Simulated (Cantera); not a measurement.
Charge: 1 mol Si, 2.9 mol HCl, 13 mol H₂, at 8.70 bar.

These are equilibrium values from Cantera (NASA tables, ideal gas, pure condensed phases), not measurements of a reactor. Candidate condensed phases: Si; 19 gas species. Kinetics and transport are ignored.

Over these rows the condensed part is Si(s). Partial pressures as log10 of bar:

```
T (K)  1000/T (1/K)  log p SiCl₂  log p H₂  log p SiHCl₃  log p SiCl₄
-----  ------------  -----------  --------  ------------  -----------
900          1.1111        -4.38      0.91         -0.56        -0.73
1000         1.0000            ?      0.91         -0.57        -0.73
1100         0.9091        -2.73      0.91         -0.60        -0.74
1200         0.8333        -2.13      0.91         -0.63        -0.77
1300         0.7692        -1.64      0.90         -0.69        -0.83
1400         0.7143        -1.25      0.90         -0.78        -0.94
```

Task: Fit log p(SiCl₂) = a + b·(1000/T) to the five rows, give the apparent enthalpy, and predict the row at 1000 K.

Result: Means: 1000/T = 0.8674, log p = -2.426. Sxy = -0.756191, Sxx = 0.0953742, so b = -7.93 and a = -2.426 − (-7.93)×0.8674 = 4.45.
Apparent enthalpy: −19.145 × (-7.93) = 152 kJ/mol. With the condensed phases at unit activity, 1/2 Si(s) + 1/2 SiCl₄(g) = SiCl₂(g) links this pressure to the main gases: over the six rows their terms move log p by -0.10 in all, so the slope is close to that reaction's ΔH°. The five rows lie within 0.04 of the line.
Prediction at 1000 K: 4.45 + (-7.93)×1.0000 = -3.48. The computed value is -3.47, 0.01 from the line.
